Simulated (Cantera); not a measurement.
## Adiabatic ignition

An adiabatic, constant-volume homogeneous reactor starts with CH₄ : CO : O₂ : N₂ = 1 : 0.14 : 3.34 : 12.6 (molar parts), equivalence ratio 0.62, at 1700 K and 18800 Torr.

Model: GRI-Mech 3.0 (53 species, 325 reactions), integrated in Cantera. The pressure lies above the range GRI-Mech 3.0 was tuned for (to about 10 atm). Above 3000 K some thermodynamic fits are extrapolated.

| t (s) | T (K) | P (bar) | x CH₄ | x CO | x O₂ | x NO | x C₂H |
|---|---|---|---|---|---|---|---|
| 1.00e-6 | 1700 | 25.0 | 0.0585 | 0.00820 | 0.196 | <1e-12 | <1e-12 |
| 4.19e-6 | 1701 | 25.0 | 0.0579 | 0.00820 | 0.195 | 1.35e-11 | <1e-12 |
| 1.76e-5 | 3011 | 44.7 | <1e-12 | 0.0107 | 0.0731 | 0.00185 | <1e-12 |
| 7.37e-5 | 2982 | 44.3 | <1e-12 | 0.0103 | 0.0654 | 0.0182 | <1e-12 |
| 0.000309 | 2971 | 44.1 | <1e-12 | 0.0101 | 0.0626 | 0.0241 | <1e-12 |
| 0.00129 | 2971 | 44.1 | <1e-12 | 0.0101 | 0.0626 | 0.0241 | <1e-12 |
| 0.00543 | 2971 | 44.1 | <1e-12 | 0.0101 | 0.0626 | 0.0241 | <1e-12 |
| 0.0228 | 2971 | 44.1 | <1e-12 | 0.0101 | 0.0626 | 0.0241 | <1e-12 |
| 0.0954 | 2971 | 44.1 | <1e-12 | 0.0101 | 0.0626 | 0.0241 | <1e-12 |
| 0.400 | 2971 | 44.1 | <1e-12 | 0.0101 | 0.0626 | 0.0241 | <1e-12 |
x: mole fraction; the columns are a selection and need not sum to one.

```json
{
 "time_of_steepest_temperature_rise": "13.8 µs",
 "temperature at 0.400 s": "2971 K",
 "equilibrium_temperature": "2971 K",
 "x(CH₄) at 0.400 s": "<1e-12 (gas-phase equilibrium <1e-12)",
 "x(CO) at 0.400 s": "0.0101 (gas-phase equilibrium 0.0101)",
 "x(O₂) at 0.400 s": "0.0626 (gas-phase equilibrium 0.0626)"
}
```
